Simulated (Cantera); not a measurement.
An isothermal, constant-pressure homogeneous reactor starts with CO : O2 : H2O : N2 = 0.028 : 0.0024 : 0.00012 : 1 (molar parts), equivalence ratio 5.8, at 1500 K and 100000 Pa.

Computed with Cantera and GRI-Mech 3.0 (53 species, 325 reactions).

x: mole fraction; the columns are a selection and need not sum to one.

```tsv
t (s)	x CO	x O2	x H2O	x H2	x HO2	x N2O
4.00e-6	0.0272	0.00233	0.000116	<1e-12	<1e-12	<1e-12
1.24e-5	0.0272	0.00233	0.000116	<1e-12	<1e-12	<1e-12
3.86e-5	0.0272	0.00233	0.000116	<1e-12	1.55e-12	<1e-12
0.000120	0.0272	0.00233	0.000116	<1e-12	4.57e-12	1.40e-12
0.000372	0.0272	0.00233	0.000116	1.97e-11	3.50e-11	1.28e-11
0.00116	0.0272	0.00233	0.000116	6.27e-10	4.23e-10	1.31e-10
0.00359	0.0272	0.00232	0.000116	3.84e-8	1.23e-8	___
0.0111	0.0244	0.000618	1.49e-5	2.09e-6	8.01e-8	___
0.0346	0.0225	2.27e-6	1.30e-5	3.06e-5	4.93e-10	___
0.107	0.0225	7.60e-8	3.29e-5	6.33e-5	1.34e-11	2.11e-9
0.334	0.0225	6.04e-9	3.87e-5	7.19e-5	<1e-12	2.00e-9
1.04	0.0225	5.26e-10	4.04e-5	7.45e-5	<1e-12	1.90e-9
3.22	0.0225	5.63e-11	4.09e-5	7.52e-5	<1e-12	8.84e-10
10.0	0.0225	1.07e-11	4.11e-5	7.54e-5	<1e-12	3.00e-10
```

### Question
Fill in the missing entries.

### Answer

- 0.00359, x N2O: 3.76e-9
- 0.0111, x N2O: 7.46e-7
- 0.0346, x N2O: 1.35e-8
